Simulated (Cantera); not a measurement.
Input: 1 mol SiCl4, 0.72 mol O3, 43 mol N2, 1.5 mol N2O, held at 325 °C and 0.000460 bar.

Method: chemical equilibrium by Gibbs-energy minimisation in Cantera with the NASA 1993 tables (ideal gas, pure condensed phases). Candidate condensed phases: Si, SiO2, Si2N2O, Si3N4; 23 gas species. Equilibrium is a limit: real reactors are often held back by kinetics, nucleation or transport.

Base state: N2 0.940, Cl2 0.0423, O2 0.0175 (mole fractions); condensed: SiO2(α-quartz).

Q: What changes in the equilibrium state with this change: N2O from 1.5 to 0.16 mol?

A: 
```json
[
 {"species": "N2", "before": "0.940", "after": "0.952"},
 {"species": "Cl2", "before": "0.0423", "after": "0.0441"},
 {"species": "O2", "before": "0.0175", "after": "0.00353"},
 {"species": "SiO2(α-quartz), mol", "before": "1.00", "after": "1.00"}
]
```
